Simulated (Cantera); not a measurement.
**Transport properties of process gases**

Gas mixture: 45.6 % H2O, 54.4 % NO, at 500000 Pa, frozen composition.

Cantera's kinetic-theory transport with the Lennard-Jones parameters of GRI-Mech 3.0, ideal gas; thermal conductivity in the multicomponent form. Polar gases are described roughly by these parameters. The composition is frozen, though it would react at the higher temperatures.

| T (K) | ρ (kg/m³) | cp (J/kg/K) | μ (µPa s) | λ (mW/m/K) | Pr | D (cm²/s) OH | D (cm²/s) NO | D (cm²/s) H |
|---|---|---|---|---|---|---|---|---|
| 400 | 3.69 | 1301 | 19.1 | 36.5 | 0.679 | 0.115 | 0.0792 | 0.432 |
| 600 | 2.46 | 1368 | 26.8 | 54.9 | 0.668 | 0.233 | 0.168 | 0.894 |
| 800 | 1.84 | 1447 | 33.9 | 73.7 | 0.665 | 0.380 | 0.282 | 1.47 |
| 1000 | 1.48 | 1521 | 40.5 | 92.5 | 0.665 | 0.554 | 0.417 | 2.16 |
| 1200 | 1.23 | 1587 | 46.6 | 111 | 0.666 | 0.753 | 0.571 | 2.95 |
| 1400 | 1.05 | 1645 | 52.4 | 129 | 0.666 | 0.974 | 0.743 | 3.82 |
D: mixture-averaged diffusion coefficient of that species in the mixture.
